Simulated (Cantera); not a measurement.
A perfectly stirred reactor is fed with 14.9 % C₂H₆, 85.1 % N₂, at 0.0563 atm; it is held at 1000 K, and followed from long to short residence time.

Cantera simulation using GRI-Mech 3.0 (53 species, 325 reactions); the numbers are that mechanism's predictions, not measurements. GRI-Mech 3.0 stops at C3 and has no aromatics, soot or wall deposition, so with more carbon than oxygen in the feed, carbon stays in small species such as C2H2 where larger ones or solid carbon would form.

x: mole fraction; the columns are a selection and need not sum to one.

```
τ (s)   x C₂H₆       x CH₃   x C₂H    x C₂H₄      x H₂     x CH₄
------  ------  ----------  ------  --------  --------  --------
26      0.0301  (withheld)  <1e-12    0.0947     0.101   0.00785
6.1     0.0776  (withheld)  <1e-12    0.0595    0.0601   0.00345
1.4      0.126     9.82e-7  <1e-12    0.0196    0.0195  0.000863
0.34     0.144     9.18e-7  <1e-12   0.00465   0.00460  0.000176
0.079    0.148  (withheld)  <1e-12  0.000678  0.000672   2.11e-5
0.019    0.149  (withheld)  <1e-12   4.76e-5   4.75e-5   2.29e-6
0.0044   0.149  (withheld)  <1e-12   2.05e-6   2.04e-6   3.73e-7
```

### Question
Fill in the missing entries.

### Answer

- 26, x CH₃: 5.00e-7
- 6.1, x CH₃: 7.65e-7
- 0.079, x CH₃: 4.90e-7
- 0.019, x CH₃: 2.22e-7
- 0.0044, x CH₃: 1.56e-7
